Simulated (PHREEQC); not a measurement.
A solution holds 0.011 mol KH2PO4, 0.0014 mol NaOH and 9.1e-05 mol KCl per kg of water, at 20 °C. Closed to the air; pH follows from the charge balance.

The numbers come from PHREEQC with the ion-association model, phreeqc.dat.

| Quantity | Result |
|---|---|
| pH | 6.23 |
| ionic strength | 0.0138 mol/kgw |
| specific conductance | 1090 µS/cm |
| total alkalinity | 1.40 meq/kg |

| species | molality | activity | log γ |
|---|---|---|---|
| K+ | 0.0111 | 0.00982 | -0.052 |
| H2PO4- | 0.00960 | 0.00857 | -0.049 |
| Na+ | 0.00140 | 0.00125 | -0.050 |
| HPO4-2 | 0.00138 | 0.000872 | -0.200 |
| Cl- | 9.10e-5 | 8.07e-5 | -0.052 |
| KHPO4- | 1.87e-5 | 1.67e-5 | -0.049 |

No solid was allowed to form.
